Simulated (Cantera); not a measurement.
An isothermal, constant-pressure homogeneous reactor starts with 31.2 % CH4, 68.8 % H2O, at 1875 K and 450 Torr.

Detailed kinetics in Cantera: GRI-Mech 3.0 (53 species, 325 reactions).

x: mole fraction; the columns are a selection and need not sum to one.

| t (s) | x CH4 | x H2O | x H2O2 | x CO2 | x CH2 | x O2 |
|---|---|---|---|---|---|---|
| 3.00e-5 | 0.306 | 0.686 | 3.97e-11 | 1.21e-9 | 2.69e-6 | 2.28e-10 |
| 9.23e-5 | ___ | 0.677 | 1.49e-10 | ___ | ___ | ___ |
| 0.000284 | 0.194 | 0.632 | 1.47e-10 | 2.98e-5 | 7.56e-6 | 2.79e-8 |
| 0.000873 | ___ | ___ | 1.09e-10 | ___ | ___ | 2.61e-8 |
| 0.00269 | 0.0475 | 0.520 | 9.54e-11 | 0.00196 | 3.01e-6 | 1.55e-8 |
| 0.00826 | 0.0233 | 0.457 | 7.64e-11 | 0.00805 | 1.90e-6 | 1.16e-8 |
| 0.0254 | 0.0166 | 0.370 | 4.10e-11 | 0.0152 | 1.05e-6 | 7.01e-9 |
| 0.0782 | 0.0101 | 0.281 | 1.93e-11 | 0.0171 | 4.46e-7 | 4.03e-9 |
| 0.240 | 0.00338 | 0.227 | 1.12e-11 | 0.0161 | 1.11e-7 | 2.72e-9 |
| 0.740 | 0.000109 | 0.215 | 9.79e-12 | 0.0156 | 3.11e-9 | 2.45e-9 |
| 2.28 | 6.35e-9 | 0.215 | 9.90e-12 | 0.0156 | <1e-12 | 2.47e-9 |
| 7.00 | 6.00e-9 | 0.215 | 9.90e-12 | 0.0156 | <1e-12 | 2.47e-9 |

### Question
Some entries are withheld; supply them.

### Answer

- 9.23e-5, x CH4: 0.278
- 9.23e-5, x CO2: 6.09e-7
- 9.23e-5, x CH2: 8.62e-6
- 9.23e-5, x O2: 6.05e-9
- 0.000873, x CH4: 0.107
- 0.000873, x H2O: 0.572
- 0.000873, x CO2: 0.000294
- 0.000873, x CH2: 4.71e-6
